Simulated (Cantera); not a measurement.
A closed system holds: 1 mol Al, 3.8 mol HCl, 1.7 mol N₂, equilibrated at 51.0 mbar.

Method: chemical equilibrium by Gibbs-energy minimisation in Cantera with the NASA 1993 tables (ideal gas, pure condensed phases). Candidate condensed phases: Al, AlCl₃, AlN, NH₄Cl; 20 gas species. Equilibrium is a limit: real reactors are often held back by kinetics, nucleation or transport.

At 1073 K, list the 5 most abundant gas species with their mole fractions, and the condensed phases.

N₂ 0.340, H₂ 0.300, AlCl₃ 0.200, HCl 0.160, Al₂Cl₆ 7.94e-5. Condensed: gas only.
